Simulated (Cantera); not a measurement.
Input: 1 mol B2O3, 19 mol Cl2, 6.4 mol O2, equilibrated at 775 °C and 87.0 Pa.

Equilibrium computed with Cantera from the NASA thermochemical tables; the gas is ideal and each condensed phase is pure. Candidate condensed phases: B, B2O3; 18 gas species. The numbers say what is thermodynamically allowed, not how fast it happens.

Base state: Cl2 0.729, O2 0.249, Cl 0.0223, ClO 1.80e-5 (mole fractions); condensed: B2O3(l).

Q: What changes in the equilibrium state with this change: temperature from 775 °C to 927 °C?

A: 
```csv
species,before,after
Cl2,0.729,0.636
O2,0.249,0.236
Cl,0.0223,0.128
BOCl,8.26e-7,6.05e-5
B2O3,3.44e-8,1.06e-5
ClO,1.80e-5,7.20e-5
"B2O3(l), mol",1.000,0.999
```
The tables' values for BOCl are old estimates; treat these amounts as uncertain.
